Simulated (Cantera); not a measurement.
Charge: 1 mol HMDSO, 0.35 mol N2O, 40 mol H2, held at 2075 K and 133 Pa.

Equilibrium computed with Cantera from the NASA thermochemical tables; the gas is ideal and each condensed phase is pure. Candidate condensed phases: C, C6H6, C7H8, C8H18, H2O, Si, SiC, SiO2, Si2N2O, Si3N4; 151 gas species. The feed counts by its element totals alone. Gases not in the tables: Si2H6 and higher silanes. The numbers say what is thermodynamically allowed, not how fast it happens.

Base state: H2 0.891, H 0.0689, CO 0.0253, N2 0.00587, Si 0.00547, HCN 0.00142, C2H2 (acetylene) 0.00111, SiC2 0.000317 (mole fractions); condensed: C(graphite) + SiC(s).

Problem. What changes in the equilibrium state with this change: temperature from 2075 K to 2100 K?

Solution. 
```json
[
 {"species": "H2", "before": "0.891", "after": "0.877"},
 {"species": "H", "before": "0.0689", "after": "0.0799"},
 {"species": "CO", "before": "0.0253", "after": "0.0250"},
 {"species": "Si", "before": "0.00547", "after": "0.00780"},
 {"species": "SiC2", "before": "0.000317", "after": "0.000503"},
 {"species": "Si2C", "before": "0.000203", "after": "0.000319"},
 {"species": "SiH", "before": "0.000108", "after": "0.000145"},
 {"species": "SiH2", "before": "1.02e-5", "after": "1.25e-5"},
 {"species": "C(graphite), mol", "before": "2.77", "after": "2.87"},
 {"species": "SiC(s), mol", "before": "1.65", "after": "1.50"}
]
```
